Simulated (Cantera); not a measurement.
Input: 1 mol LiOH, 0.1 mol H2, at 1825 K.

Equilibrium computed with Cantera from the NASA thermochemical tables; the gas is ideal and each condensed phase is pure. Candidate condensed phases: H2O, Li, LiH, LiOH, Li2O; 17 gas species. Mutual solubility and eutectic melting of coexisting phases are not modelled. Rates play no part.

x: gas mole fraction; n: condensed amount in mol.

```tsv
P (Pa)	x LiOH	x H2O	x H2	x Li	x Li2O	x O2	n Li2O(s)	n LiOH(l)
10	0.533	0.187	0.00868	0.231	0.00671	0.0212	0	0
36	0.637	0.166	0.00901	0.167	0.0108	0.00431	0	0
130	0.679	0.150	0.0160	0.138	0.0136	0.000309	0	0
460	0.707	0.131	0.0279	0.115	0.0168	2.22e-5	0	0
1700	0.735	0.111	0.0416	0.0897	0.0214	1.93e-6	0	0
6000	0.671	0.197	0.0852	0.0352	0.0101	4.09e-7	(withheld)	0
22000	0.487	0.380	0.120	0.00820	0.00275	2.10e-7	(withheld)	0
77000	0.311	0.544	0.139	0.00211	0.000786	9.12e-8	(withheld)	0
280000	0.180	0.664	0.151	0.000547	0.000216	3.17e-8	(withheld)	0
1000000	0.0628	0.287	0.648	0.000482	6.05e-5	9.02e-11	(withheld)	0.901
```

### Question
Fill in the missing entries.

### Answer

- 6000, n Li2O(s): 0.147
- 22000, n Li2O(s): 0.297
- 77000, n Li2O(s): 0.386
- 280000, n Li2O(s): 0.438
- 1000000, n Li2O(s): 0.0442
